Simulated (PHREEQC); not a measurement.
Make-up at 25 °C: 0.01 mol KH2PO4 and 5.6e-05 mol NaOH per kg of water. Closed to the air; pH follows from the charge balance.

The numbers come from PHREEQC with the ion-association model, wateq4f.dat.

Question: The ionic strength comes out as 0.0101 mol/kgw. What activity coefficients do Na+, H+, H2PO4-, K+, HPO4-2 get?

Answer: Na+ 0.90, H+ 0.91, H2PO4- 0.90, K+ 0.90, HPO4-2 0.67.

Precipitation was switched off in this run. Complexes and solids missing from the database can't appear. H3PO4, which wateq4f.dat lacks, is added to it with the constant of phreeqc.dat.
